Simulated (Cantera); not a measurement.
**Equilibrium for abatement and gas-phase synthesis: HCl + O2 + N2**

Input: 1 mol HCl, 0.036 mol O2, 14 mol N2, at 1330 Pa.

Method: chemical equilibrium by Gibbs-energy minimisation in Cantera with the NASA 1993 tables (ideal gas, pure condensed phases). Candidate condensed phases: H2O, NH4Cl; 54 gas species. Ions and electrons are included (thermal ionisation). Equilibrium is a limit: real reactors are often held back by kinetics, nucleation or transport.

| T (K) | x N2 | x N | x Cl | x H | x HCl |
|---|---|---|---|---|---|
| 2000 | 0.927 | 7.52e-9 | 0.0131 | 0.000597 | 0.0531 |
| 2250 | 0.919 | 1.85e-7 | 0.0246 | 0.00498 | 0.0410 |
| 2500 | 0.903 | 2.41e-6 | 0.0406 | 0.0198 | 0.0240 |
| 2750 | 0.885 | 1.96e-5 | 0.0538 | 0.0425 | 0.00940 |
| 3000 | 0.875 | 0.000113 | 0.0599 | 0.0563 | 0.00264 |
| 3250 | 0.872 | 0.000499 | 0.0616 | 0.0606 | 0.000719 |
| 3500 | 0.870 | 0.00179 | 0.0620 | 0.0617 | 0.000220 |
| 3750 | 0.866 | 0.00541 | 0.0620 | 0.0619 | 7.75e-5 |
| 4000 | 0.858 | 0.0142 | 0.0618 | 0.0617 | 3.07e-5 |
| 4250 | 0.840 | 0.0333 | 0.0612 | 0.0612 | 1.34e-5 |
| 4500 | 0.806 | 0.0700 | 0.0600 | 0.0600 | 6.25e-6 |
| 4750 | 0.746 | 0.134 | 0.0581 | 0.0581 | 3.05e-6 |
| 5000 | 0.654 | 0.232 | 0.0550 | 0.0550 | 1.53e-6 |
x: gas mole fraction; nothing condenses.

From 2000 K to 5000 K nothing is condensed.
